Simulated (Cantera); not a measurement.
A freely propagating, adiabatic, planar premixed flame of C2H6 : O2 : N2 : CO2 = 1 : 4.79 : 18 : 5.5 (molar parts), equivalence ratio 0.73, unburnt at 625 K and 9.77 atm; mixture-averaged transport, grid criteria slope 0.08 and curve 0.16, no radiation.

Cantera simulation using GRI-Mech 3.0 (53 species, 325 reactions); the numbers are that mechanism's predictions, not measurements. Burning velocities carry a grid error of a few per cent, more on coarse grids.

### Question
How do the results move with these cheaper or finer settings: unity-Lewis-number transport; multicomponent transport; multicomponent+Soret transport; grid criteria slope 0.5, curve 1; grid criteria slope 0.25, curve 0.5; grid criteria slope 0.03, curve 0.06?

### Answer
```
setting                               laminar burning velocity  thermal thickness  peak x(CH3)  peak x(H2)  grid points
------------------------------------  ------------------------  -----------------  -----------  ----------  -----------
as above                                             17.5 cm/s           0.132 mm     0.000135     0.00220          127
unity-Lewis-number transport                         16.9 cm/s           0.132 mm     0.000136     0.00282          123
multicomponent transport                             17.8 cm/s           0.133 mm     0.000136     0.00223          128
multicomponent+Soret transport                       17.5 cm/s           0.134 mm     0.000134     0.00211          131
grid criteria slope 0.5, curve 1                     19.7 cm/s           0.141 mm     0.000130     0.00221           36
grid criteria slope 0.25, curve 0.5                  19.0 cm/s           0.136 mm     0.000134     0.00223           54
grid criteria slope 0.03, curve 0.06                 17.0 cm/s           0.131 mm     0.000134     0.00217          352
```
The base run took about 17 core-seconds (a rough figure).
Unity Lewis numbers drop preferential diffusion, which matters most where H2 and H carry the flame; Soret adds thermal diffusion.
